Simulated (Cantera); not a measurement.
An adiabatic, constant-volume homogeneous reactor starts with CH4 : C2H6 : O2 : N2 = 1 : 0.083 : 1.91 : 12.8 (molar parts), equivalence ratio 1.2, at 1575 K and 3750 Torr. Integrator tolerance rtol = 1e-08.

Cantera simulation using GRI-Mech 3.0 (53 species, 325 reactions); the numbers are that mechanism's predictions, not measurements.

Q: What does this change do: initial temperature 1575 to 950 K?

A: 
```tsv
quantity	before	after
time of steepest temperature rise	91.6 µs	0.130 s
temperature at 0.300 s	2830 K	2434 K
equilibrium temperature	2830 K	2434 K
x(CH4) at 0.300 s	<1e-12 (gas-phase equilibrium <1e-12)	<1e-12 (gas-phase equilibrium <1e-12)
x(C2H6) at 0.300 s	<1e-12 (gas-phase equilibrium <1e-12)	<1e-12 (gas-phase equilibrium <1e-12)
x(O2) at 0.300 s	0.00229 (gas-phase equilibrium 0.00229)	8.19e-5 (gas-phase equilibrium 8.19e-5)
x(C2H) at 0.300 s	<1e-12 (gas-phase equilibrium <1e-12)	<1e-12 (gas-phase equilibrium <1e-12)
x(CH2O) at 0.300 s	2.74e-9 (gas-phase equilibrium 2.74e-9)	2.67e-9 (gas-phase equilibrium 2.67e-9)
x(OH) at 0.300 s	0.00707 (gas-phase equilibrium 0.00707)	0.000955 (gas-phase equilibrium 0.000955)
x(NO) at 0.300 s	0.00400 (gas-phase equilibrium 0.00400)	0.000404 (gas-phase equilibrium 0.000404)
```
Below about 1000 K GRI-Mech 3.0 lacks low-temperature oxidation paths.

Q: What does this change do: pressure from 3750 Torr to 15800 Torr?

A: 
| quantity | before | after |
|---|---|---|
| time of steepest temperature rise | 91.6 µs | 33.2 µs |
| temperature at 0.300 s | 2830 K | 2897 K |
| equilibrium temperature | 2830 K | 2897 K |
| x(CH4) at 0.300 s | <1e-12 (gas-phase equilibrium <1e-12) | 1.95e-12 (gas-phase equilibrium 2.27e-12) |
| x(C2H6) at 0.300 s | <1e-12 (gas-phase equilibrium <1e-12) | <1e-12 (gas-phase equilibrium <1e-12) |
| x(O2) at 0.300 s | 0.00229 (gas-phase equilibrium 0.00229) | 0.00116 (gas-phase equilibrium 0.00116) |
| x(C2H) at 0.300 s | <1e-12 (gas-phase equilibrium <1e-12) | <1e-12 (gas-phase equilibrium <1e-12) |
| x(CH2O) at 0.300 s | 2.74e-9 (gas-phase equilibrium 2.74e-9) | 1.01e-8 (gas-phase equilibrium 1.01e-8) |
| x(OH) at 0.300 s | 0.00707 (gas-phase equilibrium 0.00707) | 0.00495 (gas-phase equilibrium 0.00495) |
| x(NO) at 0.300 s | 0.00400 (gas-phase equilibrium 0.00400) | 0.00311 (gas-phase equilibrium 0.00311) |
The pressure lies above the range GRI-Mech 3.0 was tuned for (to about 10 atm).
